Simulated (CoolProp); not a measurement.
Properties of R143a along the isotherm 500 K (Tc = 345.9 K, pc = 3.762 MPa, ω = 0.261).

Computed with CoolProp (reference Helmholtz-energy equation of state, Lemmon and Jacobsen 2000).

```json
[
 {"p (MPa)": "0.00595", "phase": "gas", "cp (kJ/(kg K))": "1.277", "cv (kJ/(kg K))": "1.178", "isothermal compressibility (1/MPa)": "168.1", "expansivity (1/kK)": "2.001", "conductivity (mW/(m K))": "38.1", "Prandtl number": "0.604"},
 {"p (MPa)": "0.0106", "phase": "gas", "cp (kJ/(kg K))": "1.277", "cv (kJ/(kg K))": "1.178", "isothermal compressibility (1/MPa)": "94.36", "expansivity (1/kK)": "2.002", "conductivity (mW/(m K))": "38.1", "Prandtl number": "0.604"},
 {"p (MPa)": "0.0188", "phase": "gas", "cp (kJ/(kg K))": "1.278", "cv (kJ/(kg K))": "1.178", "isothermal compressibility (1/MPa)": "53.22", "expansivity (1/kK)": "2.004", "conductivity (mW/(m K))": "38.1", "Prandtl number": "0.604"},
 {"p (MPa)": "0.0334", "phase": "gas", "cp (kJ/(kg K))": "1.278", "cv (kJ/(kg K))": "1.178", "isothermal compressibility (1/MPa)": "29.96", "expansivity (1/kK)": "2.007", "conductivity (mW/(m K))": "38.1", "Prandtl number": "0.605"},
 {"p (MPa)": "0.0595", "phase": "gas", "cp (kJ/(kg K))": "1.278", "cv (kJ/(kg K))": "1.179", "isothermal compressibility (1/MPa)": "16.83", "expansivity (1/kK)": "2.013", "conductivity (mW/(m K))": "38.1", "Prandtl number": "0.605"},
 {"p (MPa)": "0.106", "phase": "gas", "cp (kJ/(kg K))": "1.279", "cv (kJ/(kg K))": "1.179", "isothermal compressibility (1/MPa)": "9.459", "expansivity (1/kK)": "2.023", "conductivity (mW/(m K))": "38.1", "Prandtl number": "0.606"},
 {"p (MPa)": "0.188", "phase": "gas", "cp (kJ/(kg K))": "1.281", "cv (kJ/(kg K))": "1.179", "isothermal compressibility (1/MPa)": "5.344", "expansivity (1/kK)": "2.040", "conductivity (mW/(m K))": "38.1", "Prandtl number": "0.608"},
 {"p (MPa)": "0.334", "phase": "gas", "cp (kJ/(kg K))": "1.285", "cv (kJ/(kg K))": "1.180", "isothermal compressibility (1/MPa)": "3.019", "expansivity (1/kK)": "2.072", "conductivity (mW/(m K))": "38.1", "Prandtl number": "0.610"},
 {"p (MPa)": "0.595", "phase": "gas", "cp (kJ/(kg K))": "1.291", "cv (kJ/(kg K))": "1.182", "isothermal compressibility (1/MPa)": "1.706", "expansivity (1/kK)": "2.129", "conductivity (mW/(m K))": "38.2", "Prandtl number": "0.616"},
 {"p (MPa)": "1.06", "phase": "gas", "cp (kJ/(kg K))": "1.302", "cv (kJ/(kg K))": "1.185", "isothermal compressibility (1/MPa)": "0.9687", "expansivity (1/kK)": "2.235", "conductivity (mW/(m K))": "38.3", "Prandtl number": "0.626"},
 {"p (MPa)": "1.88", "phase": "gas", "cp (kJ/(kg K))": "1.322", "cv (kJ/(kg K))": "1.189", "isothermal compressibility (1/MPa)": "0.5574", "expansivity (1/kK)": "2.430", "conductivity (mW/(m K))": "38.6", "Prandtl number": "0.645"}
]
```

Viscosity comes from a separate model (Klein 1997), an estimate that may be off by 10 % or more. Thermal conductivity comes from a separate model (McLinden 2000), an estimate that may be off by 10 % or more.
